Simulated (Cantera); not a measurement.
Reactions in the system Cl-F-H-Sr

Source: NASA polynomial tables (part measured, part estimated), evaluated in Cantera. Values are per mole of reaction as written; species without (g) are pure solids or liquids, kept so even where they would boil at 1 bar.

2 HCl(g) + F2(g) + Sr → 2 HF(g) + SrCl2

```json
[
 {"T (K)": "823", "ΔH° (kJ)": "-1180.3", "ΔS° (J/K)": "-151.4", "ΔG° (kJ)": "-1055.7", "log10 K": "67.00", "condensed phases": "Sr(s), SrCl2(s)"},
 {"T (K)": "848", "ΔH° (kJ)": "-1179.7", "ΔS° (J/K)": "-150.7", "ΔG° (kJ)": "-1051.9", "log10 K": "64.80", "condensed phases": "Sr(s), SrCl2(s)"},
 {"T (K)": "873", "ΔH° (kJ)": "-1179.0", "ΔS° (J/K)": "-149.9", "ΔG° (kJ)": "-1048.2", "log10 K": "62.71", "condensed phases": "Sr(s), SrCl2(s)"},
 {"T (K)": "898", "ΔH° (kJ)": "-1178.4", "ΔS° (J/K)": "-149.2", "ΔG° (kJ)": "-1044.4", "log10 K": "60.75", "condensed phases": "Sr(s), SrCl2(s)"},
 {"T (K)": "923", "ΔH° (kJ)": "-1177.7", "ΔS° (J/K)": "-148.4", "ΔG° (kJ)": "-1040.7", "log10 K": "58.90", "condensed phases": "Sr(s), SrCl2(s)"},
 {"T (K)": "948", "ΔH° (kJ)": "-1176.9", "ΔS° (J/K)": "-147.6", "ΔG° (kJ)": "-1037.0", "log10 K": "57.14", "condensed phases": "Sr(s), SrCl2(s)"},
 {"T (K)": "973", "ΔH° (kJ)": "-1176.1", "ΔS° (J/K)": "-146.8", "ΔG° (kJ)": "-1033.3", "log10 K": "55.47", "condensed phases": "Sr(s), SrCl2(s)"},
 {"T (K)": "998", "ΔH° (kJ)": "-1175.3", "ΔS° (J/K)": "-145.9", "ΔG° (kJ)": "-1029.7", "log10 K": "53.89", "condensed phases": "Sr(s), SrCl2(s)"},
 {"T (K)": "1023", "ΔH° (kJ)": "-1168.0", "ΔS° (J/K)": "-138.6", "ΔG° (kJ)": "-1026.2", "log10 K": "52.40", "condensed phases": "Sr(s), SrCl2(s)"},
 {"T (K)": "1048", "ΔH° (kJ)": "-1174.7", "ΔS° (J/K)": "-145.1", "ΔG° (kJ)": "-1022.7", "log10 K": "50.97", "condensed phases": "Sr(l), SrCl2(s)"},
 {"T (K)": "1073", "ΔH° (kJ)": "-1173.6", "ΔS° (J/K)": "-144.0", "ΔG° (kJ)": "-1019.1", "log10 K": "49.61", "condensed phases": "Sr(l), SrCl2(s)"}
]
```
